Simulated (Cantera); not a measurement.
An isothermal, constant-pressure homogeneous reactor starts with CH4 : CO2 = 1 : 1.3 (molar parts), at 1250 K and 101000 Pa. Integrator tolerance rtol = 1e-08.

Computed with Cantera and GRI-Mech 3.0 (53 species, 325 reactions).

Q: What does this change do: temperature 1250 to 1723 K?

A: 
```
quantity                                            before                                      after
----------------  ----------------------------------------  -----------------------------------------
x(CH4) at 200 s     0.249 (gas-phase equilibrium 0.000162)    2.69e-7 (gas-phase equilibrium 3.06e-7)
x(CO2) at 200 s       0.376 (gas-phase equilibrium 0.0302)      0.0183 (gas-phase equilibrium 0.0183)
x(OH) at 200 s    1.18e-9 (gas-phase equilibrium 3.04e-10)    7.99e-7 (gas-phase equilibrium 7.99e-7)
x(C2H2) at 200 s   0.0480 (gas-phase equilibrium 7.07e-10)  1.01e-10 (gas-phase equilibrium 1.17e-10)
x(HO2) at 200 s      <1e-12 (gas-phase equilibrium <1e-12)      <1e-12 (gas-phase equilibrium <1e-12)
x(CO) at 200 s         0.124 (gas-phase equilibrium 0.505)        0.517 (gas-phase equilibrium 0.517)
x(O) at 200 s        <1e-12 (gas-phase equilibrium <1e-12)  1.80e-10 (gas-phase equilibrium 1.80e-10)
```

Q: What does this change do: pressure from 101000 Pa to 1200000 Pa?

A: 
| quantity | before | after |
|---|---|---|
| x(CH4) at 200 s | 0.249 (gas-phase equilibrium 0.000162) | 0.250 (gas-phase equilibrium 0.0153) |
| x(CO2) at 200 s | 0.376 (gas-phase equilibrium 0.0302) | 0.356 (gas-phase equilibrium 0.0386) |
| x(OH) at 200 s | 1.18e-9 (gas-phase equilibrium 3.04e-10) | 9.54e-10 (gas-phase equilibrium 1.11e-10) |
| x(C2H2) at 200 s | 0.0480 (gas-phase equilibrium 7.07e-10) | 0.0158 (gas-phase equilibrium 5.39e-8) |
| x(HO2) at 200 s | <1e-12 (gas-phase equilibrium <1e-12) | <1e-12 (gas-phase equilibrium <1e-12) |
| x(CO) at 200 s | 0.124 (gas-phase equilibrium 0.505) | 0.166 (gas-phase equilibrium 0.497) |
| x(O) at 200 s | <1e-12 (gas-phase equilibrium <1e-12) | <1e-12 (gas-phase equilibrium <1e-12) |
The pressure lies above the range GRI-Mech 3.0 was tuned for (to about 10 atm).
